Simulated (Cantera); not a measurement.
Charge: 1 mol SiC, 0.035 mol N2O, 2.9 mol H2, at 2.60 mbar.

Equilibrium computed with Cantera from the NASA thermochemical tables; the gas is ideal and each condensed phase is pure. Candidate condensed phases: C, C6H6, C7H8, C8H18, H2O, Si, SiC, SiO2, Si2N2O, Si3N4; 151 gas species. Mutual solubility and eutectic melting of coexisting phases are not modelled. Gases not in the tables: Si2H6 and higher silanes. Rates play no part.

x: gas mole fraction; n: condensed amount in mol.

```
T (°C)   x H2     x N2       x H     x CO  n SiC(s)  n Si2N2O(s)
------  -----  -------  --------  -------  --------  -----------
1127    0.984  0.00809   9.46e-5  0.00782     0.977       0.0112
1177    0.982  0.00870  0.000184  0.00750     0.978      0.00932
1227    0.978      [?]       [?]      [?]     0.981          [?]
1277    0.976   0.0118  0.000610  0.00589     0.982            0
1327    0.975   0.0118   0.00105  0.00589     0.982            0
1377    0.975   0.0118   0.00176  0.00589     0.982            0
1427    0.974   0.0118   0.00285  0.00590     0.982            0
1477    0.972   0.0117       [?]  0.00595     0.982            0
1527    0.969   0.0117   0.00691  0.00605     0.982            0
1577    0.965   0.0117    0.0104  0.00629     0.981            0
```

### Question
Complete the blanks.

### Answer

- 1477, x H: 0.00450
- 1227, x N2: 0.0107
- 1227, x H: 0.000341
- 1227, x CO: 0.00645
- 1227, n Si2N2O(s): 0.00328
